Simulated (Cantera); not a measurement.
Charge: 1 mol Si3N4, a varied amount of HCl, equilibrated at 1.00 bar.

Method: chemical equilibrium by Gibbs-energy minimisation in Cantera with the NASA 1993 tables (ideal gas, pure condensed phases). Candidate condensed phases: NH4Cl, Si, Si3N4; 28 gas species. Mutual solubility and eutectic melting of coexisting phases are not modelled. The tables' values for SiCl3 are old estimates. The numbers say what is thermodynamically allowed, not how fast it happens.

What condenses at these points (T in K, n(HCl) in mol): (1725, 29); (2025, 4.7); (1575, 7.4); (1350, 29); (2025, 18); (2100, 3.8); (1950, 3.8)?


| T (K) | n(HCl) in mol | condensed phases | Si condensed (%) |
|---|---|---|---|
| 1725 | 29 | gas only | 0.0 |
| 2025 | 4.7 | Si + Si3N4 | 42.4 |
| 1575 | 7.4 | Si3N4 | 57.5 |
| 1350 | 29 | gas only | 0.0 |
| 2025 | 18 | gas only | 0.0 |
| 2100 | 3.8 | Si | 53.5 |
| 1950 | 3.8 | Si3N4 | 56.7 |
